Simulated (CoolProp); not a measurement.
R113 at 370.4 K and 3.94 MPa is throttled through a valve to 1.07 MPa with no heat exchange. Each further row changes one setting.

The numbers come from the reference Helmholtz-energy equation of state, Marx 1992 in CoolProp.

```
case                       temperature change (K)                       final phase  final density (kg/m³)
-------------------------  ----------------------  --------------------------------  ---------------------
as stated                                    +0.5                            liquid                   1380
outlet pressure 0.321 MPa                    -9.9  two-phase, vapour fraction 0.080                    234
outlet pressure 1.39 MPa                     +0.5                            liquid                   1380
```
